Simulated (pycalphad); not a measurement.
CALPHAD calculation (pycalphad, COST 507 light-alloy database (1999)), 1 atm. These are 1990s assessments: newer ones move some temperatures and phases. Phase fractions are per mole of atoms.

Problem. Give the equilibrium state of Al-5.43Si-6.45Fe (at.%) at 327 °C.

Solution. FCC_A1, fraction 0.599, with 0.03 Si, <0.01 Fe at.%; ALFESI_BETA, fraction 0.293, with 15.0 Si, 15.0 Fe at.%; ALFESI_ALPHA, fraction 0.108, with 9.4 Si, 19.0 Fe at.%.

Problem. Give the equilibrium state of Al-5.43Si-6.45Fe (at.%) at 777 °C.

Solution. LIQUID, fraction 0.853, with 6.2 Si, 3.5 Fe at.%; AL13FE4, fraction 0.147, with 0.92 Si, 23.9 Fe at.%.

Database names, with the compositions (at.%) that they take in these runs: AL13FE4: Al 75 Fe 24 Si 1; ALFESI_ALPHA: Al 71-73 Fe 19 Si 8-10; ALFESI_BETA: Al 70 Si 15 Fe 15. FCC_A1 is fcc.
